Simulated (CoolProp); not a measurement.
A Linde-Hampson liquefier for CF4 (R14): isothermal reversible compression at 250 K from 1 atm to 40 MPa, throttling to 1 atm, return gas leaving the recuperator 2 K below the feed. Each further row changes one setting.

The numbers come from the reference Helmholtz-energy equation of state, Platzer 1990 in CoolProp. This equation is an older, rougher fit; its heat capacities, sound speeds and derivatives of the liquid may be far off and weren't checked against measurements.

| case | liquid yield per pass | compression work (kJ/kg of gas) |
|---|---|---|
| as stated | ___ | 116 |
| warm-end temperature 280 K | ___ | ___ |
| warm-end gap 7 K | ___ | 116 |

Q: Fill in the missing entries.

A: 
- as stated, liquid yield per pass: 0.424
- warm-end temperature 280 K, liquid yield per pass: 0.338
- warm-end temperature 280 K, compression work (kJ/kg of gas): 140
- warm-end gap 7 K, liquid yield per pass: 0.414
